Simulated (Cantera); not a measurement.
Charge: 1 mol SiH4, 0.66 mol NO, 3.5 mol N2, equilibrated at 36.0 mbar.

Method: chemical equilibrium by Gibbs-energy minimisation in Cantera with the NASA 1993 tables (ideal gas, pure condensed phases). Candidate condensed phases: H2O, Si, SiO2, Si2N2O, Si3N4; 35 gas species. Mutual solubility and eutectic melting of coexisting phases are not modelled. The tables hold silica as quartz up to 1696 K and as liquid above; real silica turns to tridymite and cristobalite and melts near 1996 K. Rates play no part.

Problem. Which condensed phases are stable at each of these points (T (K)): 723, 798, 873, 948, 1023, 1098, 1173, 1248, 1323, 1398, 1473, 1548, 1623?

Solution. 
| T (K) | condensed phases | Si condensed (%) |
|---|---|---|
| 723 | SiO2(α-quartz) + Si2N2O(s) | 100.0 |
| 798 | SiO2(α-quartz) + Si2N2O(s) | 100.0 |
| 873 | SiO2(β-quartz) + Si2N2O(s) | 100.0 |
| 948 | SiO2(β-quartz) + Si2N2O(s) | 100.0 |
| 1023 | SiO2(β-quartz) + Si2N2O(s) | 100.0 |
| 1098 | SiO2(β-quartz) + Si2N2O(s) | 100.0 |
| 1173 | SiO2(β-quartz) + Si2N2O(s) | 100.0 |
| 1248 | SiO2(β-quartz) + Si2N2O(s) | 100.0 |
| 1323 | SiO2(β-quartz) + Si2N2O(s) | 100.0 |
| 1398 | SiO2(β-quartz) + Si2N2O(s) | 100.0 |
| 1473 | SiO2(β-quartz) + Si2N2O(s) | 99.9 |
| 1548 | SiO2(β-quartz) + Si2N2O(s) | 99.6 |
| 1623 | SiO2(β-quartz) + Si2N2O(s) | 97.5 |

From 723 K to 798 K the condensed part is SiO2(α-quartz) + Si2N2O(s). From 873 K to 1623 K the condensed part is SiO2(β-quartz) + Si2N2O(s).
